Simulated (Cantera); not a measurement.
Ignition delay

Mixture: 28.4 % CO, 1.11 % H2, 9.22 % O2, 41.4 % N2, 19.9 % H2O, equivalence ratio 1.6, at 64000 Pa, adiabatic and at constant volume. Ignition delay is the time to a rise of 400 K.

Model: GRI-Mech 3.0 (53 species, 325 reactions), integrated in Cantera. Where the delays flatten at high temperature, the 400 K rule measures the pace of heat release, not the induction time.

```
T0 (K)  delay (ms)
------  ----------
1275         0.197
1350         0.148
1425         0.119
1500         0.101
1575        0.0906
```
